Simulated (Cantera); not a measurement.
What does this Cantera script print?

```python
import numpy as np
import cantera as ct

gas_names = """
    Cu CuO Cu2 H HNO HNO2 HNO3 HO2 H2 H2O H2O2 N NH NH2 NH3 NH2OH NO NO2 NO3 N2 N2H2 N2H4 N2O O OH O2 O3
""".split()
cond_names = """
    Cu(cr) Cu(L) CuO(s) CuO2H2(s) Cu2O(s) Cu2O(L) H2O(s) H2O(L)
""".split()


# ... load() reads the species with a 1 bar reference pressure and builds the phases ...
atoms = {
    'CuO': {'Cu': 1, 'O': 1},
    'H2': {'H': 2},
    'N2': {'N': 2},
}
top_T = {'CuO(s)': 1390}  # K; cautious upper limits of use, not melting points


# ... equilibrate(T, P, feed) seeds the gas with the atoms and calls Mixture.equilibrate('TP', solver="vcs", rtol=1e-11, max_steps=5000) ...
results = []
feed = {'CuO': 1, 'H2': 4.3, 'N2': 1.1}  # mol
P = 133.322  # Pa
for T in [923, 1023, 1123, 1223, 1323, 1423, 1523, 1623, 1723, 1823, 1923, 2023, 2123, 2223]:
    mix = equilibrate(T, P, feed)
    results.append((T, P, feed, dict(zip(mix.species_names, mix.species_moles))))

top = {s: max(r[3][s] / sum(r[3][g] for g in gas_names) for r in results) for s in gas_names}
cols = sorted((s for s in top if top[s] > 1e-06), key=lambda s: -top[s])[:6]
seen = [c for c in cond_names if any(r[3].get(c, 0) > 1e-12 for r in results)]
print("log10 of partial pressures in bar; condensed amounts in mol")
print(f"{'T/K':>10s}" + "".join(f"{s[:9]:>10s}" for s in cols + seen))
for T, P, feed, n in results:
    ng = sum(n[g] for g in gas_names)
    print(f"{T:10.4g}" + "".join(f"{np.log10(max(n[s] / ng * P / 1e5, 1e-99)):10.3f}" for s in cols)
          + "".join(f"{n.get(c, 0):10.4g}" for c in seen))
```

Output:

```
log10 of partial pressures in bar; condensed amounts in mol
       T/K        H2        N2       H2O        Cu         H        OH    Cu(cr)     Cu(L)
       923    -3.089    -3.566    -3.607   -12.261   -11.156   -14.610         1         0
      1023    -3.089    -3.566    -3.607   -10.415    -9.927   -13.026         1         0
      1123    -3.089    -3.566    -3.607    -8.902    -8.915   -11.722         1         0
      1223    -3.089    -3.566    -3.608    -7.639    -8.066   -10.630    0.9999         0
      1323    -3.089    -3.566    -3.608    -6.571    -7.344    -9.702    0.9989         0
      1423    -3.090    -3.567    -3.608    -5.679    -6.723    -8.905         0    0.9915
      1523    -3.093    -3.570    -3.612    -4.919    -6.183    -8.212         0    0.9507
      1623    -3.108    -3.585    -3.626    -4.255    -5.715    -7.611         0    0.7647
      1723    -3.165    -3.641    -3.682    -3.683    -5.322    -7.100         0         0
      1823    -3.168    -3.642    -3.684    -3.684    -4.947    -6.620         0         0
      1923    -3.174    -3.644    -3.687    -3.686    -4.613    -6.191         0         0
      2023    -3.186    -3.648    -3.693    -3.690    -4.315    -5.804         0         0
      2123    -3.207    -3.656    -3.706    -3.697    -4.049    -5.455         0         0
      2223    -3.241    -3.668    -3.730    -3.709    -3.814    -5.143         0         0
```

These are equilibrium values from Cantera (NASA tables, ideal gas, pure condensed phases), not measurements of a reactor.
